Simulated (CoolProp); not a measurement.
n-pentane at 298.15 K and 0.00891 MPa flows at 2.9 m/s in a round tube of 6 mm bore and 15 µm roughness, fully developed (64/Re and Nu = 3.66 if laminar; Colebrook and Gnielinski if turbulent). Each further row changes one setting.

The numbers come from the reference Helmholtz-energy equation of state, Thol 2019 in CoolProp.

```tsv
case	Reynolds number	Darcy friction factor	pressure drop (Pa/m)	heat-transfer coefficient (W/(m² K))	mass flow (kg/h)
as stated	669	0.0956	17.5	8.80	…
velocity 5.8 m/s	1340	0.0478	34.9	8.80	…
diameter 12 mm	1340	0.0478	…	…	…
```

Task: Fill in the missing entries.

Result: 
- as stated, mass flow (kg/h): 0.0769
- velocity 5.8 m/s, mass flow (kg/h): 0.154
- diameter 12 mm, pressure drop (Pa/m): 4.36
- diameter 12 mm, heat-transfer coefficient (W/(m² K)): 4.40
- diameter 12 mm, mass flow (kg/h): 0.307

Viscosity comes from a separate model (Quiñones-Cisneros 2006), older than the equation that it now runs on, and unchecked against measurements. Thermal conductivity comes from a separate model (Vassiliou 2015).
